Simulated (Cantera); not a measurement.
An adiabatic, constant-pressure homogeneous reactor starts with 1.79 % C3H8, 26.8 % O2, 71.4 % N2, equivalence ratio 0.33, at 1775 K and 4.93 atm.

Detailed kinetics in Cantera: GRI-Mech 3.0 (53 species, 325 reactions). GRI-Mech 3.0 was tuned for natural gas; its chemistry of propane as a main component is partial and can be far from experiment.

**Question.** Predict: time of steepest temperature rise; temperature at 2.00 s; equilibrium temperature; x(O2) at 2.00 s.

**Answer.** 
| Property | Result |
|---|---|
| time of steepest temperature rise | 3.63 µs |
| temperature at 2.00 s | 2565 K |
| equilibrium temperature | 2565 K |
| x(O2) at 2.00 s | 0.162 (gas-phase equilibrium 0.162) |
